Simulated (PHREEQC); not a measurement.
Consider water at 25 °C with 0.029 mol HF, 0.088 mol NH4F and 0.11 mol (NH4)2SiF6 per kg of water. Closed to the air; pH follows from the charge balance.

Computed with PHREEQC (ion-association model, phreeqc.dat).

Each row changes one thing in this solution. Precipitation was switched off in this run.

```json
[
 {"case": "as made", "pH": "3.52", "ionic strength (mol/kgw)": "0.418", "F- (mol/kgw)": "0.0817", "HF (mol/kgw)": "0.0219", "HF2- (mol/kgw)": "0.00670", "NH3 (mol/kgw)": "3.19e-7", "SI of Quartz (SiO2)": "-6.08"},
 {"case": "HF from 0.029 to 0.0029 mol/kgw", "pH": "___", "ionic strength (mol/kgw)": "0.418", "F- (mol/kgw)": "0.0873", "HF (mol/kgw)": "0.00216", "HF2- (mol/kgw)": "0.000707", "NH3 (mol/kgw)": "___", "SI of Quartz (SiO2)": "-2.11"},
 {"case": "(NH4)2SiF6 from 0.11 to 0.121 mol/kgw", "pH": "3.51", "ionic strength (mol/kgw)": "0.451", "F- (mol/kgw)": "0.0817", "HF (mol/kgw)": "0.0219", "HF2- (mol/kgw)": "0.00668", "NH3 (mol/kgw)": "3.29e-7", "SI of Quartz (SiO2)": "-6.05"},
 {"case": "diluted 10-fold with water", "pH": "3.63", "ionic strength (mol/kgw)": "0.0421", "F- (mol/kgw)": "0.00900", "HF (mol/kgw)": "0.00257", "HF2- (mol/kgw)": "8.86e-5", "NH3 (mol/kgw)": "6.06e-8", "SI of Quartz (SiO2)": "-1.16"},
 {"case": "NH4F from 0.088 to 0.0968 mol/kgw", "pH": "3.57", "ionic strength (mol/kgw)": "0.427", "F- (mol/kgw)": "0.0900", "HF (mol/kgw)": "0.0214", "HF2- (mol/kgw)": "0.00721", "NH3 (mol/kgw)": "3.65e-7", "SI of Quartz (SiO2)": "-6.13"}
]
```

Problem. Some entries are withheld; supply them.

Solution. 
- HF from 0.029 to 0.0029 mol/kgw, pH: 4.55
- HF from 0.029 to 0.0029 mol/kgw, NH3 (mol/kgw): 3.45e-6

SiF6-2 is the database's only silicon fluoride.
